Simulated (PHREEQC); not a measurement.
HCl is added in steps, without added water, to 1 kg of water holding 1.8 mmol/kgw CdCl2, 13 mmol/kgw NaOH and 0.11 mmol/kgw H2SO4, at 25 °C. Oxygen is held at 0.21 atm. The system is closed to CO2. Solids allowed: Cd(OH)2, CdOHCl, Halite, Mirabilite. Others were left out.

Base run: PHREEQC, ion-association model, wateq4f.dat. Each further column changes one thing. The table gives Cd+2 (mol/kgw).

```csv
HCl added (mol),base,Davies equation for every ion,Debye-Hückel limiting law,metal-ligand complexes left out,all activity coefficients set to 1
0,1.07e-10,1.07e-10,1.19e-10,1.07e-10,5.31e-11
0.002625,2.10e-10,2.09e-10,2.33e-10,2.10e-10,1.04e-10
0.004875,4.87e-10,4.85e-10,5.41e-10,4.87e-10,2.42e-10
0.0075,3.20e-9,3.18e-9,3.55e-9,3.20e-9,1.59e-9
0.01013,0.000245,0.000245,0.000255,0.000469,0.000188
0.01238,0.000809,0.000808,0.000845,0.00159,0.000608
0.015,0.000881,0.000880,0.000927,0.00180,0.000642
```
